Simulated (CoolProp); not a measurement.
Values from CoolProp's reference Helmholtz-energy equation of state, Span 2003. It is a short technical equation, of lower accuracy than the large ones.

### Question
Give the vapour pressure (MPa), liquid density (kg/m³), enthalpy of vaporisation (kJ/kg), liquid cp (kJ/(kg K)) of saturated n-heptane at 131.55, 139.75, 152.15 °C.

### Answer
```csv
T (°C),p (MPa),liquid density (kg/m³),enthalpy of vaporisation (kJ/kg),liquid cp (kJ/(kg K))
131.55,0.245,581,291,2.73
139.75,0.297,572,284,2.77
152.15,0.391,559,273,2.84
```
